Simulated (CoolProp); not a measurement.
Saturation properties of hydrogen sulfide (Tc = 373.1 K, pc = 8.999 MPa, ω = 0.101).

The numbers come from the reference Helmholtz-energy equation of state, Lemmon 2006 in CoolProp. It is a short technical equation, of lower accuracy than the large ones.

| T (K) | p (MPa) | vapour density (kg/m³) | enthalpy of vaporisation (kJ/kg) | liquid viscosity (µPa s) |
|---|---|---|---|---|
| 207 | 0.07458 | 1.505 | [?] | 326 |
| 215.3 | 0.1145 | 2.237 | 543.5 | 284 |
| 223.5 | 0.1689 | [?] | 533.6 | 253 |
| 231.7 | [?] | 4.464 | [?] | 230 |
| 239.9 | 0.3364 | 6.071 | 512.6 | [?] |
| 248.1 | 0.4572 | [?] | 501.4 | 195 |
| 256.4 | 0.6103 | 10.61 | 489.4 | [?] |
| 264.6 | 0.7965 | [?] | 476.8 | 168 |
| 272.8 | 1.022 | 17.33 | 463.5 | 156 |

Complete the blanks.


- 207, enthalpy of vaporisation (kJ/kg): 553.2
- 223.5, vapour density (kg/m³): 3.204
- 231.7, p (MPa): 0.2416
- 231.7, enthalpy of vaporisation (kJ/kg): 523.4
- 239.9, liquid viscosity (µPa s): 211
- 248.1, vapour density (kg/m³): 8.086
- 256.4, liquid viscosity (µPa s): 181
- 264.6, vapour density (kg/m³): 13.65

It boils at 212.9 K under 1 atm.

Viscosity comes from a separate model (Quiñones-Cisneros 2012).
